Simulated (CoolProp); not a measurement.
The fluid at 359.48 K and 0.0101 MPa (gas) is heated at constant pressure to 537.4 K. The same conditions are run with several fluids, on thermodynamics alone (safety and materials aside).

Values from CoolProp's reference Helmholtz-energy equation of state of each fluid (n-octane: Beckmüller 2019; tetrahydrofuran: Fiedler 2023; n-hexane: Thol 2019).

### Question
Rank n-octane, tetrahydrofuran, n-hexane by heat (kJ/kg), highest first.

### Answer
n-hexane (414), n-octane (409), tetrahydrofuran (296)

```tsv
fluid	final density (kg/m³)
n-octane	0.259
tetrahydrofuran	0.163
n-hexane	0.195
```
